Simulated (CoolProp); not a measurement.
Vapour-liquid equilibrium of R1234ze(E) (1) + n-pentane (2) at -50.55 °C; x and y are mole fractions of (1).

Computed with CoolProp (multi-fluid Helmholtz-energy mixture model, Thol 2016 and Thol 2019; pair parameters Bell 2016).

Give the bubble pressure and the first vapour's composition at x = 0.05, 0.15, 0.85. Is there an azeotrope?

x = 0.05: 0.05151 bar, y = 0.758; x = 0.15: 0.1090 bar, y = 0.895; x = 0.85: 0.1889 bar, y = 0.960. No azeotrope shows between x = 0.05 and 0.95.

The pair parameters rest on a limited set of measurements; away from them the model extrapolates. With so large a gap from Raoult's law the liquid may split in two, which this calculation doesn't test in full.
